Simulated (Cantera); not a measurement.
Input: 1 mol K2CO3, 0.044 mol CO2, 0.092 mol H2O, held at 2180 Torr.

Method: chemical equilibrium by Gibbs-energy minimisation in Cantera with the NASA 1993 tables (ideal gas, pure condensed phases). Candidate condensed phases: C, C6H6, C7H8, C8H18, H2O, K, KOH, KO2, K2CO3, K2O, K2O2; 116 gas species. Kinetics and transport are ignored.

x: gas mole fraction; n: condensed amount in mol.

```
T (K)  x H2O  x CO2     x KOH     x K  n K2CO3(s)  n K2CO3(l)
-----  -----  -----  --------  ------  ----------  ----------
798    0.676  0.324  9.36e-10  <1e-12        1.00           0
898    0.676  0.324   7.07e-8  <1e-12        1.00           0
998    0.676  0.324   2.16e-6     [?]        1.00           0
1098   0.676  0.324   3.41e-5     [?]       1.000           0
1198   0.676  0.324  0.000320     [?]           0       1.000
1298   0.674  0.324   0.00189     [?]           0       1.000
1398   0.667  0.325   0.00834     [?]           0       0.999
1498   0.642  0.329    0.0290     [?]           0       0.998
1598   0.580  0.338    0.0809     [?]           0       0.994
1698   0.461  0.355     0.181     [?]           0       0.985
1798   0.294  0.379     0.318     [?]           0       0.967
```

Task: What belongs in the gaps?

Result: 
- 998, x K: 7.03e-12
- 1098, x K: 6.02e-10
- 1198, x K: 2.29e-8
- 1298, x K: 4.39e-7
- 1398, x K: 5.31e-6
- 1498, x K: 4.43e-5
- 1598, x K: 0.000269
- 1698, x K: 0.00125
- 1798, x K: 0.00465
